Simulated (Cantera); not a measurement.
Input (Python, Cantera) and output of one run.

```python
import numpy as np
import cantera as ct

gas_names = """
    CL CLO CL2 H HCL HOCL HO2 H2 H2O H2O2 O OH O2 O3 Ti TiCL TiCL2 TiCL3 TiCL4 TiO TiOCL TiOCL2 TiO2
""".split()
cond_names = """
    H2O(s) H2O(L) Ti(a) Ti(b) Ti(L) TiCL2(s) TiCL3(s) TiCL4(L) TiO(a) TiO(b) TiO(L) TiO2(ru) TiO2(L)
    Ti2O3(a) Ti2O3(b) Ti2O3(L) Ti3O5(a) Ti3O5(b) Ti3O5(L) Ti4O7(s) Ti4O7(L)
""".split()


def load(file, names, dense=False):
    # The tables refer to 1 bar. Condensed volumes are neglected.
    table = {s.name: s for s in ct.Species.list_from_file(file)}
    out = []
    for n in names:
        d = dict(table[n].input_data)
        d["thermo"] = dict(d["thermo"], **{"reference-pressure": 1e5})
        if dense:
            d["equation-of-state"] = {"model": "constant-volume", "density": "1e6 g/cm^3"}
        out.append(ct.Species.from_dict(d))
    return out


gas = ct.Solution(thermo="ideal-gas", species=load("nasa_gas.yaml", gas_names))
cond = {s.name: ct.Solution(thermo="fixed-stoichiometry", species=[s], name=s.name)
        for s in load("nasa_condensed.yaml", cond_names, dense=True)}
atoms = {
    'TiO2': {'Ti': 1, 'O': 2},
    'Cl2': {'CL': 2},
    'H2': {'H': 2},
}
top_T = {'TiCL2(s)': 1300, 'TiCL3(s)': 1000}  # K; cautious upper limits of use, not melting points


def equilibrate(T, P, feed):
    n = {}
    for name, mol in feed.items():
        for a, k in atoms[name].items():
            n[a] = n.get(a, 0.0) + k * mol
    gas.TPX = T, P, n
    mass = sum(n.values()) * gas.mean_molecular_weight
    gas.equilibrate("TP")
    valid = [c for c in cond.values() if c.min_temp <= T <= top_T.get(c.name, c.max_temp)]
    mix = ct.Mixture([(gas, mass / gas.mean_molecular_weight)] + [(c, 0.0) for c in valid])
    mix.T, mix.P = T, P
    mix.equilibrate("TP", solver="vcs", rtol=1e-11, max_steps=5000)
    return mix


results = []
feed = {'TiO2': 1, 'Cl2': 0.097, 'H2': 0.042}  # mol
T = 975  # K
P = 840000  # Pa
mix = equilibrate(T, P, feed)
results.append((T, P, feed, dict(zip(mix.species_names, mix.species_moles))))
x = sorted(zip(gas.X, gas.species_names), reverse=True)
print(f"T = {T:g} K  P = {P:g} Pa  gas = {mix.phase_moles(0):.4g} mol")
print("   x: " + "  ".join(f"{s} {v:.3e}" for v, s in x if v > 0.001))
print("   condensed (mol): " + ("  ".join(f"{mix.phase(i).name} {mix.phase_moles(i):.4g}"
      for i in range(1, mix.n_phases) if mix.phase_moles(i) > 1e-12) or "none"))
```

It prints:

```
T = 975 K  P = 840000 Pa  gas = 0.1387 mol
   x: HCL 5.962e-01  CL2 3.965e-01  H2O 4.785e-03  TiCL4 2.414e-03
   condensed (mol): TiO2(ru) 0.9997
```

These are equilibrium values from Cantera (NASA tables, ideal gas, pure condensed phases), not measurements of a reactor. Condensed phases not in the tables: TiOCl. Gases not in the tables: TiO(OH)2.
